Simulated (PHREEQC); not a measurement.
A solution holds 0.00048 mol/kgw CaSO4, 6.4e-05 mol/kgw NaHCO3 and 0.0022 mol/kgw KCl, at 25 °C. Closed to the air; pH follows from the charge balance.

Equilibrium calculation in PHREEQC: ion-association model, wateq4f.dat.

The ionic strength comes out as 0.00408 mol/kgw. What activity coefficients do Na+, HCO3-, Cl-, SO4-2, K+ get?

Na+ 0.93, HCO3- 0.94, Cl- 0.93, SO4-2 0.76, K+ 0.93.

No solid was allowed to form. Complexes and solids missing from the database can't appear.
